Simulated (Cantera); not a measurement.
Charge: 1 mol HMDSO, 16 mol O₂, at 1375 K and 25.0 mbar.

These are equilibrium values from Cantera (NASA tables, ideal gas, pure condensed phases), not measurements of a reactor. Candidate condensed phases: C, C₆H₆, C₇H₈, C₈H₁₈, H₂O, Si, SiC, SiO₂; 123 gas species. The feed counts by its element totals alone. The tables hold silica as quartz up to 1696 K and as liquid above; real silica turns to tridymite and cristobalite and melts near 1996 K. Gases not in the tables: Si(OH)₄. Kinetics and transport are ignored.

### Question
What is the equilibrium state?

### Answer
* **x(H₂O)**: 0.474
* **x(CO₂)**: 0.316
* **x(O₂)**: 0.210
* **x(OH)**: 0.000131
* **x(CO)**: 2.75e-6
* **x(H₂)**: 2.00e-6
* **x(O)**: 1.85e-6
* **n(SiO₂(β-quartz))**: 2.00 mol
* **gas amount**: 19.00 mol
* **log10 activity of C(graphite) (absent)**: -14.87
* **log10 activity of Si(s) (absent)**: -22.98
